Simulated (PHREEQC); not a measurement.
Make-up at 25 °C: 0.041 mol ZnCl2, 0.1 mol KCl and 0.11 mol MnSO4 per kg of water. Closed to the air; pH follows from the charge balance.

Computed with PHREEQC (ion-association model, wateq4f.dat).

**Question.** The ionic strength comes out as 0.426 mol/kgw. What activity coefficients do ZnCl+, HSO4-, ZnCl3-, H+, Zn+2 get?

**Answer.** ZnCl+ 0.66, HSO4- 0.68, ZnCl3- 0.66, H+ 0.77, Zn+2 0.26.

Precipitation was switched off in this run.
